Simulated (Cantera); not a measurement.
Mixture: 7.42 % CH₄, 1.11 % CO, 22.3 % O₂, 69.1 % N₂, at 5.00 bar, adiabatic and at constant volume. Ignition delay is the time to a rise of 400 K.

Cantera simulation using GRI-Mech 3.0 (53 species, 325 reactions); the numbers are that mechanism's predictions, not measurements.

Q: Predict: delay at 1300 K; delay at 1500 K; delay at 1700 K; delay at 1900 K; delay at 2100 K; apparent activation energy between 1900 and 2100 K.

A: 
```
Property                                                Result
--------------------------------------------------  ----------
delay at 1300 K                                        2.08 ms
delay at 1500 K                                       0.237 ms
delay at 1700 K                                        43.9 µs
delay at 1900 K                                        12.3 µs
delay at 2100 K                                        4.59 µs
apparent activation energy between 1900 and 2100 K  160 kJ/mol
```
